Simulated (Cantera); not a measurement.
## Equilibrium for boron, boron nitride and boron oxide: B + NH3 + N2 + O2

Input: 1 mol B, 1.9 mol NH3, 15 mol N2, 0.3 mol O2, at 1.00 bar.

Equilibrium computed with Cantera from the NASA thermochemical tables; the gas is ideal and each condensed phase is pure. Candidate condensed phases: B, BN, B2O3, B3O3H3, H2O; 39 gas species. Mutual solubility and eutectic melting of coexisting phases are not modelled. Gases not in the tables: H3BO3. The numbers say what is thermodynamically allowed, not how fast it happens.

From 1048 K to 1748 K the condensed part is BN(s) + B2O3(l). From 1848 K to 1948 K the condensed part is BN(s).

```tsv
T (K)	x N2	x H2	x HBO2	x HBO	x B2O3	x H2O	x B2O2	x H	n BN(s)	n B2O3(l)
1048	0.846	0.153	2.53e-6	2.71e-9	2.99e-11	0.00138	<1e-12	3.02e-9	0.617	0.191
1148	0.846	0.153	1.39e-5	5.01e-8	1.55e-9	0.00132	<1e-12	2.80e-8	0.616	0.192
1248	0.846	0.153	5.69e-5	5.72e-7	4.15e-8	0.00126	3.64e-11	1.83e-7	0.616	0.192
1348	0.846	0.153	0.000186	4.51e-6	6.68e-7	0.00120	1.57e-9	9.04e-7	0.616	0.190
1448	0.846	0.153	0.000510	2.64e-5	7.19e-6	0.00115	3.95e-8	3.60e-6	0.617	0.186
1548	0.845	0.152	0.00121	0.000122	5.61e-5	0.00110	6.47e-7	1.20e-5	0.620	0.176
1648	0.844	0.151	0.00257	0.000467	0.000336	0.00105	7.46e-6	3.46e-5	0.626	0.153
1748	0.842	0.149	0.00492	0.00151	0.00163	0.000990	6.45e-5	8.82e-5	0.632	0.0924
1848	0.837	0.146	0.00672	0.00376	0.00444	0.000821	0.000337	0.000203	0.624	0
1948	0.836	0.146	0.00493	0.00635	0.00446	0.000522	0.000817	0.000432	0.586	0
```
x: gas mole fraction; n: condensed amount in mol.
